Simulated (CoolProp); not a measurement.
The numbers come from the reference Helmholtz-energy equation of state, Lemmon 2009 in CoolProp.

For propane, give the phase and the Joule-Thomson coefficient (K/MPa), expansivity (1/kK), conductivity (mW/(m K)), Prandtl number at -65.65 °C and 4680 kPa; -16.75 °C and 4680 kPa.


- -65.65 °C and 4680 kPa: liquid; Joule-Thomson coefficient -0.492, expansivity 1.72, conductivity 146, Prandtl number 3.97
- -16.75 °C and 4680 kPa: liquid; Joule-Thomson coefficient -0.348, expansivity 2.13, conductivity 119, Prandtl number 3.11

Viscosity comes from a separate model (Vogel 1998). Thermal conductivity comes from a separate model (Marsh 2002).
